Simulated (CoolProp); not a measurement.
Model: reference Helmholtz-energy equation of state, Thol 2015, in CoolProp.

**Question.** Give the vapour pressure (kPa), liquid density (kg/m³), vapour density (kg/m³) of saturated 1,2-dichloroethane at 117.35 °C.

**Answer.** 
```tsv
T (°C)	p (kPa)	liquid density (kg/m³)	vapour density (kg/m³)
117.35	264	1100	8.54
```
